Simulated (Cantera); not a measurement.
A perfectly stirred reactor is fed with 3.45 % CH4, 96.6 % H2, at 0.000908 atm; it is held at 1850 K, and followed from long to short residence time.

Model: GRI-Mech 3.0 (53 species, 325 reactions), integrated in Cantera. GRI-Mech 3.0 stops at C3 and has no aromatics, soot or wall deposition, so with more carbon than oxygen in the feed, carbon stays in small species such as C2H2 where larger ones or solid carbon would form. Radical loss at walls, strong at low pressure, is not modelled.

x: mole fraction; the columns are a selection and need not sum to one.

| τ (s) | x CH4 | x H2 | x CH2 | x C2H6 | x C2H | x C2H2 |
|---|---|---|---|---|---|---|
| 3.0 | 0.0130 | 0.973 | 3.54e-6 | 4.28e-7 | 3.96e-7 | (withheld) |
| 1.1 | 0.0210 | 0.969 | 3.46e-6 | 8.47e-7 | 1.86e-7 | (withheld) |
| 0.43 | 0.0286 | 0.966 | 2.44e-6 | 1.01e-6 | 4.89e-8 | (withheld) |
| 0.16 | 0.0332 | 0.965 | 7.44e-7 | 4.52e-7 | 2.69e-9 | (withheld) |
| 0.060 | 0.0342 | 0.965 | 1.20e-7 | 8.63e-8 | 4.01e-11 | (withheld) |
| 0.023 | 0.0344 | 0.965 | 1.81e-8 | 1.35e-8 | <1e-12 | (withheld) |
| 0.0085 | 0.0344 | 0.965 | 2.46e-9 | 1.72e-9 | <1e-12 | (withheld) |
| 0.0032 | 0.0345 | 0.965 | 3.35e-10 | 1.92e-10 | <1e-12 | 9.75e-11 |
| 0.0012 | 0.0345 | 0.966 | 4.32e-11 | 1.67e-11 | <1e-12 | 1.84e-12 |
| 0.00045 | 0.0345 | 0.966 | 5.35e-12 | 1.06e-12 | <1e-12 | <1e-12 |
| 0.00017 | 0.0345 | 0.966 | <1e-12 | <1e-12 | <1e-12 | <1e-12 |

Q: Fill in the missing entries.

A: 
- 3.0, x C2H2: 0.00984
- 1.1, x C2H2: 0.00581
- 0.43, x C2H2: 0.00214
- 0.16, x C2H2: 0.000240
- 0.060, x C2H2: 9.39e-6
- 0.023, x C2H2: 2.51e-7
- 0.0085, x C2H2: 4.89e-9
